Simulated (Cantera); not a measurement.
An adiabatic, constant-pressure homogeneous reactor starts with CO : H₂ : O₂ : N₂ = 1 : 0.084 : 1.02 : 3.85 (molar parts), at 1748 K and 825 Torr. Integrator tolerance rtol = 1e-08.

Cantera simulation using GRI-Mech 3.0 (53 species, 325 reactions); the numbers are that mechanism's predictions, not measurements.

Q: What does this change do: initial temperature 1748 to 1150 K?

A: 
| quantity | before | after |
|---|---|---|
| time of steepest temperature rise | 40.7 µs | 0.167 ms |
| temperature at 2.00 s | 2679 K | 2402 K |
| equilibrium temperature | 2679 K | 2402 K |
| x(CO) at 2.00 s | 0.0398 (gas-phase equilibrium 0.0398) | 0.0120 (gas-phase equilibrium 0.0120) |
| x(H₂) at 2.00 s | 0.000465 (gas-phase equilibrium 0.000465) | 0.000162 (gas-phase equilibrium 0.000162) |
| x(O₂) at 2.00 s | 0.0905 (gas-phase equilibrium 0.0905) | 0.0859 (gas-phase equilibrium 0.0859) |
| x(H₂O) at 2.00 s | 0.0109 (gas-phase equilibrium 0.0109) | 0.0136 (gas-phase equilibrium 0.0136) |
| x(O) at 2.00 s | 0.00953 (gas-phase equilibrium 0.00953) | 0.00247 (gas-phase equilibrium 0.00247) |

Q: What does this change do: initial temperature 1748 to 1448 K?

A: 
```csv
quantity,before,after
time of steepest temperature rise,40.7 µs,46.4 µs
temperature at 2.00 s,2679 K,2552 K
equilibrium temperature,2679 K,2552 K
x(CO) at 2.00 s,0.0398 (gas-phase equilibrium 0.0398),0.0246 (gas-phase equilibrium 0.0246)
x(H₂) at 2.00 s,0.000465 (gas-phase equilibrium 0.000465),0.000304 (gas-phase equilibrium 0.000304)
x(O₂) at 2.00 s,0.0905 (gas-phase equilibrium 0.0905),0.0879 (gas-phase equilibrium 0.0879)
x(H₂O) at 2.00 s,0.0109 (gas-phase equilibrium 0.0109),0.0123 (gas-phase equilibrium 0.0123)
x(O) at 2.00 s,0.00953 (gas-phase equilibrium 0.00953),0.00530 (gas-phase equilibrium 0.00530)
```

Q: What does this change do: O2 1.02 to 0.49 parts?

A: 
| quantity | before | after |
|---|---|---|
| time of steepest temperature rise | 40.7 µs | 38.7 µs |
| temperature at 2.00 s | 2679 K | 2657 K |
| equilibrium temperature | 2679 K | 2657 K |
| x(CO) at 2.00 s | 0.0398 (gas-phase equilibrium 0.0398) | 0.0709 (gas-phase equilibrium 0.0709) |
| x(H₂) at 2.00 s | 0.000465 (gas-phase equilibrium 0.000465) | 0.00107 (gas-phase equilibrium 0.00107) |
| x(O₂) at 2.00 s | 0.0905 (gas-phase equilibrium 0.0905) | 0.0187 (gas-phase equilibrium 0.0187) |
| x(H₂O) at 2.00 s | 0.0109 (gas-phase equilibrium 0.0109) | 0.0125 (gas-phase equilibrium 0.0125) |
| x(O) at 2.00 s | 0.00953 (gas-phase equilibrium 0.00953) | 0.00394 (gas-phase equilibrium 0.00394) |
